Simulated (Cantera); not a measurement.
An isothermal, constant-pressure homogeneous reactor starts with 0.706 % CH4, 98.1 % H2, 1.18 % O2, equivalence ratio 43, at 2423 K and 11.3 Torr.

Cantera simulation using GRI-Mech 3.0 (53 species, 325 reactions); the numbers are that mechanism's predictions, not measurements. Radical loss at walls, strong at low pressure, is not modelled.

One state of this run: x CH4 = 0.000103; x H2 = 0.929; x O2 = 4.32e-8; x C2H6 = 1.73e-10; x CH2O = 6.13e-8; x H2O = 0.0173; x OH = 0.000166. x: mole fraction; the columns are a selection and need not sum to one.

**Question.** Which value of t (s) does it belong to?
A) 0.0575
B) 0.0261
C) 0.00110
D) 1.36

**Answer.** A, 0.0575
